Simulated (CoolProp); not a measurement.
Toluene along the isotherm 324.35 °C: fugacity coefficient from the reference equation and from simpler models built on Tc = 318.6 °C, pc = 4.126 MPa, ω = 0.266; each cubic takes its own stable root.

Values from CoolProp's reference Helmholtz-energy equation of state, Lemmon 2006. It is a short technical equation, of lower accuracy than the large ones.

```json
[
 {"p (MPa)": "0.0326", "phase": "gas", "reference": "0.9972"},
 {"p (MPa)": "0.0551", "phase": "gas", "reference": "0.9953"},
 {"p (MPa)": "0.0929", "phase": "gas", "reference": "0.9920"},
 {"p (MPa)": "0.157", "phase": "gas", "reference": "0.9865"},
 {"p (MPa)": "0.265", "phase": "gas", "reference": "0.9773"},
 {"p (MPa)": "0.447", "phase": "gas", "reference": "0.9618"},
 {"p (MPa)": "0.754", "phase": "gas", "reference": "0.9358"},
 {"p (MPa)": "1.27", "phase": "gas", "reference": "0.8928"},
 {"p (MPa)": "2.15", "phase": "gas", "reference": "0.8207"},
 {"p (MPa)": "3.62", "phase": "gas", "reference": "0.7013"},
 {"p (MPa)": "6.11", "phase": "supercritical", "reference": "0.4914"},
 {"p (MPa)": "10.3", "phase": "supercritical", "reference": "0.3397"}
]
```

**Question.** How far does each simpler model (van der Waals, Redlich-Kwong, Peng-Robinson) lie from the reference over these 12 states: mean and median of the absolute difference, and the worst?

**Answer.** 
- van der Waals: mean 3.6 %, median 1.0 %, worst +18.4 % at 324.35 °C and 10.3 MPa
- Redlich-Kwong: mean 1.6 %, median 0.4 %, worst +7.9 % at 324.35 °C and 10.3 MPa
- Peng-Robinson: mean 0.4 %, median 0.2 %, worst +2.1 % at 324.35 °C and 10.3 MPa
